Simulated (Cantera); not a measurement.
## Premixed flame

A freely propagating, adiabatic, planar premixed flame of CH₄ : O₂ : N₂ : CO₂ = 1 : 1.54 : 5.78 : 0.21 (molar parts), equivalence ratio 1.3, unburnt at 598 K and 7500 Torr; mixture-averaged transport, grid criteria slope 0.08 and curve 0.16, no radiation.

Computed with Cantera and GRI-Mech 3.0 (53 species, 325 reactions). Burning velocities carry a grid error of a few per cent, more on coarse grids.

| z (mm) | T (K) | u (m/s) | x CH₄ | x O₂ | x CO₂ | x C₂H₆ | x HCN | x CH₃ |
|---|---|---|---|---|---|---|---|---|
| -0.331 | 599 | 0.286 | 0.117 | 0.180 | 0.0246 | 1.52e-7 | <1e-8 | <1e-8 |
| -0.221 | 609 | 0.292 | 0.115 | 0.179 | 0.0245 | 2.65e-6 | 2.73e-8 | 3.52e-8 |
| -0.165 | 639 | 0.307 | 0.112 | 0.176 | 0.0245 | 1.45e-5 | 1.34e-7 | 1.57e-7 |
| -0.110 | 774 | 0.376 | 0.101 | 0.163 | 0.0252 | 0.000114 | 8.91e-7 | 1.83e-6 |
| -0.0551 | 1238 | 0.612 | 0.0660 | 0.115 | 0.0313 | 0.000763 | 5.12e-6 | 0.000128 |
| -0.0276 | 1625 | 0.811 | 0.0358 | 0.0710 | 0.0393 | 0.00100 | 1.03e-5 | 0.000843 |
| 0 | 1976 | 0.994 | 0.0103 | 0.0274 | 0.0501 | 0.000185 | 1.90e-5 | 0.00167 |
| 0.0276 | 2139 | 1.08 | 0.00191 | 0.00707 | 0.0585 | 7.25e-6 | 2.78e-5 | 0.000713 |
| 0.0551 | 2186 | 1.10 | 0.000448 | 0.00175 | 0.0630 | 3.91e-7 | 2.75e-5 | 0.000200 |
| 0.110 | 2208 | 1.11 | 6.42e-5 | 0.000173 | 0.0660 | <1e-8 | 1.96e-5 | 2.54e-5 |
| 0.221 | 2216 | 1.11 | 8.03e-6 | 1.77e-5 | 0.0667 | <1e-8 | 1.06e-5 | 2.34e-6 |
| 0.441 | 2220 | 1.11 | 8.71e-7 | 6.64e-6 | 0.0667 | <1e-8 | 4.48e-6 | 1.93e-7 |
| 0.882 | 2220 | 1.11 | 3.89e-8 | 4.92e-6 | 0.0667 | <1e-8 | 1.17e-6 | <1e-8 |
x: mole fraction of selected species; z is measured from the peak of heat release.

- laminar burning velocity = 28.4 cm/s
- thermal thickness = 0.110 mm
- peak x(C₂H₆) = 0.00105
- peak x(HCN) = 2.86e-5
- peak x(CH₃) = 0.00169
- grid points = 131
